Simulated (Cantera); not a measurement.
## Reactions in the system Ba-F-N-O

Standard-state values (1 bar) from the NASA 1993 polynomials, evaluated with Cantera. Values are per mole of reaction as written; species without (g) are pure solids or liquids, kept so even where they would boil at 1 bar.

N2(g) + 4 BaO + 8 F(g) ⇌ 4 BaF2 + 2 NO2(g)

| T (K) | ΔH° (kJ) | ΔS° (J/K) | ΔG° (kJ) | log10 K | condensed phases |
|---|---|---|---|---|---|
| 300 | -3208.4 | -884.6 | -2943.0 | 512.42 | BaO(s), BaF2(s) |
| 1775 | -3006.1 | -752.2 | -1670.9 | 49.17 | BaO(s), BaF2(l) |
| 1850 | -3001.7 | -749.8 | -1614.6 | 45.59 | BaO(s), BaF2(l) |
| 1925 | -2997.3 | -747.5 | -1558.4 | 42.29 | BaO(s), BaF2(l) |
| 2000 | -2993.1 | -745.3 | -1502.4 | 39.24 | BaO(s), BaF2(l) |
| 2075 | -2989.0 | -743.3 | -1446.6 | 36.42 | BaO(s), BaF2(l) |
| 2150 | -2985.0 | -741.4 | -1390.9 | 33.79 | BaO(s), BaF2(l) |
| 2225 | -2981.1 | -739.7 | -1335.4 | 31.35 | BaO(s), BaF2(l) |
| 2300 | -3211.8 | -840.5 | -1278.5 | 29.04 | BaO(l), BaF2(l) |
| 2375 | -3208.2 | -839.0 | -1215.6 | 26.73 | BaO(l), BaF2(l) |
| 2450 | -3204.7 | -837.6 | -1152.7 | 24.58 | BaO(l), BaF2(l) |

6 BaO + 4 NF3(g) + N2(g) ⇌ 6 BaF2 + 6 NO(g)

```json
[
 {"T (K)": "300", "ΔH° (kJ)": "-2887.9", "ΔS° (J/K)": "175.5", "ΔG° (kJ)": "-2940.5", "log10 K": "511.98", "condensed phases": "BaO(s), BaF2(s)"},
 {"T (K)": "1775", "ΔH° (kJ)": "-2568.9", "ΔS° (J/K)": "431.1", "ΔG° (kJ)": "-3334.1", "log10 K": "98.11", "condensed phases": "BaO(s), BaF2(l)"},
 {"T (K)": "1850", "ΔH° (kJ)": "-2564.2", "ΔS° (J/K)": "433.7", "ΔG° (kJ)": "-3366.6", "log10 K": "95.05", "condensed phases": "BaO(s), BaF2(l)"},
 {"T (K)": "1925", "ΔH° (kJ)": "-2559.8", "ΔS° (J/K)": "436.0", "ΔG° (kJ)": "-3399.2", "log10 K": "92.23", "condensed phases": "BaO(s), BaF2(l)"},
 {"T (K)": "2000", "ΔH° (kJ)": "-2555.7", "ΔS° (J/K)": "438.1", "ΔG° (kJ)": "-3432.0", "log10 K": "89.63", "condensed phases": "BaO(s), BaF2(l)"},
 {"T (K)": "2075", "ΔH° (kJ)": "-2551.9", "ΔS° (J/K)": "440.0", "ΔG° (kJ)": "-3464.9", "log10 K": "87.22", "condensed phases": "BaO(s), BaF2(l)"},
 {"T (K)": "2150", "ΔH° (kJ)": "-2548.3", "ΔS° (J/K)": "441.7", "ΔG° (kJ)": "-3498.0", "log10 K": "84.98", "condensed phases": "BaO(s), BaF2(l)"},
 {"T (K)": "2225", "ΔH° (kJ)": "-2545.0", "ΔS° (J/K)": "443.2", "ΔG° (kJ)": "-3531.1", "log10 K": "82.90", "condensed phases": "BaO(s), BaF2(l)"},
 {"T (K)": "2300", "ΔH° (kJ)": "-2893.4", "ΔS° (J/K)": "290.8", "ΔG° (kJ)": "-3562.3", "log10 K": "80.90", "condensed phases": "BaO(l), BaF2(l)"},
 {"T (K)": "2375", "ΔH° (kJ)": "-2890.8", "ΔS° (J/K)": "291.9", "ΔG° (kJ)": "-3584.1", "log10 K": "78.83", "condensed phases": "BaO(l), BaF2(l)"},
 {"T (K)": "2450", "ΔH° (kJ)": "-2888.2", "ΔS° (J/K)": "293.0", "ΔG° (kJ)": "-3606.1", "log10 K": "76.88", "condensed phases": "BaO(l), BaF2(l)"}
]
```
